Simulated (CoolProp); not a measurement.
The numbers come from the reference Helmholtz-energy equation of state, Aleksandrov 2011 in CoolProp. It is a short technical equation, of lower accuracy than the large ones.

Problem. Give the vapour pressure (bar), liquid density (kg/m³), surface tension (mN/m) of saturated n-undecane at 342.1 K.

Solution. 
| T (K) | p (bar) | liquid density (kg/m³) | surface tension (mN/m) |
|---|---|---|---|
| 342.1 | 0.00979 | 703 | 20.2 |

Surface tension comes from a separate correlation (Mulero 2014).
